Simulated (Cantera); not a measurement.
An isothermal, constant-pressure homogeneous reactor starts with C2H6 : N2 = 1 : 150 (molar parts), at 1850 K and 0.00610 bar. Integrator tolerance rtol = 1e-08.

Cantera simulation using GRI-Mech 3.0 (53 species, 325 reactions); the numbers are that mechanism's predictions, not measurements. GRI-Mech 3.0 stops at C3 and has no aromatics, soot or wall deposition, so with more carbon than oxygen in the feed, carbon stays in small species such as C2H2 where larger ones or solid carbon would form. Radical loss at walls, strong at low pressure, is not modelled.

```json
[
 {"quantity": "x(C2H6) at 30.0 s", "before": "<1e-12 (gas-phase equilibrium <1e-12)", "after": "<1e-12 (gas-phase equilibrium <1e-12)"},
 {"quantity": "x(C2H2) at 30.0 s", "before": "0.00643 (gas-phase equilibrium 0.000385)", "after": "0.00646 (gas-phase equilibrium 0.000386)"},
 {"quantity": "x(CH3) at 30.0 s", "before": "2.28e-8 (gas-phase equilibrium 8.51e-9)", "after": "4.52e-8 (gas-phase equilibrium 4.33e-8)"},
 {"quantity": "x(H) at 30.0 s", "before": "0.000519 (gas-phase equilibrium 0.000782)", "after": "0.000160 (gas-phase equilibrium 0.000160)"},
 {"quantity": "x(CH4) at 30.0 s", "before": "2.81e-8 (gas-phase equilibrium 6.88e-9)", "after": "1.84e-7 (gas-phase equilibrium 1.76e-7)"},
 {"quantity": "x(H2) at 30.0 s", "before": "0.0128 (gas-phase equilibrium 0.0127)", "after": "0.0130 (gas-phase equilibrium 0.0130)"},
 {"quantity": "x(C2H) at 30.0 s", "before": "2.80e-6 (gas-phase equilibrium 2.56e-7)", "after": "8.53e-7 (gas-phase equilibrium 5.10e-8)"}
]
```

### Question
What was changed between the two runs?
A. temperature 1850 to 1525 K
B. C2H6 1 to 0.15 parts
C. N2 150 to 23 parts
D. pressure from 0.00610 bar to 0.150 bar

### Answer
D, pressure from 0.00610 bar to 0.150 bar
